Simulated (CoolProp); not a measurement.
The numbers come from the reference Helmholtz-energy equation of state, McLinden 2020 in CoolProp.

### Question
Give the vapour pressure (MPa), liquid density (kg/m³), vapour density (kg/m³), liquid cp (kJ/(kg K)) of saturated R1336mzz(Z) at 311, 364.4, 375 K.

### Answer
```csv
T (K),p (MPa),liquid density (kg/m³),vapour density (kg/m³),liquid cp (kJ/(kg K))
311,0.119,1330,8.00,1.25
364.4,0.573,1170,37.4,1.38
375,0.737,1130,48.7,1.42
```
